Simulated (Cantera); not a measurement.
Charge: 1 mol Si, 0.8 mol NF3, held at 725 °C and 40.0 Pa.

Method: chemical equilibrium by Gibbs-energy minimisation in Cantera with the NASA 1993 tables (ideal gas, pure condensed phases). Candidate condensed phases: Si, Si3N4; 16 gas species. The tables' values for SiF3 are old estimates; treat these amounts as uncertain. Kinetics and transport are ignored.

Base state: SiF4 0.818, N2 0.182, SiF3 0.000286 (mole fractions); condensed: Si3N4(s).

Question: What changes in the equilibrium state with this change: NF3 from 0.8 to 7.1 mol?

Answer: 
| species | before | after |
|---|---|---|
| F | <1e-9 | 0.761 |
| N2 | 0.182 | 0.167 |
| SiF4 | 0.818 | 0.0469 |
| F2 | <1e-9 | 0.0251 |
| SiF3 | 0.000286 | <1e-9 |
| Si3N4(s), mol | 0.133 | 0 |

Question: What changes in the equilibrium state with this change: NF3 from 0.8 to 2.1 mol?

Answer: 
```json
[
 {"species": "F", "before": "<1e-9", "after": "0.512"},
 {"species": "N2", "before": "0.182", "after": "0.244"},
 {"species": "SiF4", "before": "0.818", "after": "0.232"},
 {"species": "F2", "before": "<1e-9", "after": "0.0113"},
 {"species": "SiF3", "before": "0.000286", "after": "<1e-9"},
 {"species": "Si3N4(s), mol", "before": "0.133", "after": "0"}
]
```
